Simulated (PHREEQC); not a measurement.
0.1 mol of Gypsum (CaSO4:2H2O) is brought to equilibrium with 1 kg of water holding 0.1 mol NaCl, at 25 °C, the pH being set by adding NaOH or HCl. Oxygen is held at 0.21 atm. CO2 from the air is kept out. Solids allowed: Gypsum. Others were left out.

The numbers come from PHREEQC with the ion-association model, wateq4f.dat.

### Question
Predict CaOH+ (mol/kgw) at pH = 5.2, 5.6, 9.6.

### Answer
| pH | CaOH+ (mol/kgw) |
|---|---|
| 5.2 | 1.96e-10 |
| 5.6 | 4.92e-10 |
| 9.6 | 4.92e-6 |

Species that the database lacks are ignored.
